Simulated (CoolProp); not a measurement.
Vapour-liquid equilibrium of R125 (1) + R152A (2) at 314.2 K; x and y are mole fractions of (1).

Computed with CoolProp (multi-fluid Helmholtz-energy mixture model, Lemmon 2005 and Outcalt 1996; pair parameters Bell 2016).

```json
[
 {"x": "0.05", "bubble pressure (bar)": "9.895", "y at the bubble point": "0.091", "dew pressure at overall composition x (bar)": "9.645", "liquid density (mol/L)": "12.76"},
 {"x": "0.15", "bubble pressure (bar)": "10.93", "y at the bubble point": "0.244", "dew pressure at overall composition x (bar)": "10.28", "liquid density (mol/L)": "12.36"},
 {"x": "0.25", "bubble pressure (bar)": "11.94", "y at the bubble point": "0.371", "dew pressure at overall composition x (bar)": "10.98", "liquid density (mol/L)": "11.96"},
 {"x": "0.35", "bubble pressure (bar)": "12.93", "y at the bubble point": "0.482", "dew pressure at overall composition x (bar)": "11.76", "liquid density (mol/L)": "11.58"},
 {"x": "0.45", "bubble pressure (bar)": "13.94", "y at the bubble point": "0.581", "dew pressure at overall composition x (bar)": "12.63", "liquid density (mol/L)": "11.20"},
 {"x": "0.55", "bubble pressure (bar)": "14.99", "y at the bubble point": "0.672", "dew pressure at overall composition x (bar)": "13.61", "liquid density (mol/L)": "10.82"},
 {"x": "0.65", "bubble pressure (bar)": "16.10", "y at the bubble point": "0.755", "dew pressure at overall composition x (bar)": "14.73", "liquid density (mol/L)": "10.44"},
 {"x": "0.75", "bubble pressure (bar)": "17.27", "y at the bubble point": "0.832", "dew pressure at overall composition x (bar)": "16.02", "liquid density (mol/L)": "10.06"},
 {"x": "0.85", "bubble pressure (bar)": "18.53", "y at the bubble point": "0.904", "dew pressure at overall composition x (bar)": "17.57", "liquid density (mol/L)": "9.654"},
 {"x": "0.95", "bubble pressure (bar)": "19.88", "y at the bubble point": "0.969", "dew pressure at overall composition x (bar)": "19.46", "liquid density (mol/L)": "9.228"}
]
```

No azeotrope shows between x = 0.05 and 0.95.

The pair parameters rest on a limited set of measurements; away from them the model extrapolates.
